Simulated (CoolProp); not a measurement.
Model: reference Helmholtz-energy equation of state, Penoncello 2003, in CoolProp.

Problem. For CHF3 (R23), give the phase and the Z, cv (kJ/(kg K)), speed of sound (m/s), viscosity (µPa s) at 159.6 K and 12900 kPa; 159.6 K and 20900 kPa.

Solution. 
- 159.6 K and 12900 kPa: liquid; Z 0.430, cv 0.724, speed of sound 1050, viscosity 618
- 159.6 K and 20900 kPa: liquid; Z 0.692, cv 0.728, speed of sound 1070, viscosity 657

Viscosity comes from a separate model (Shan 2000).
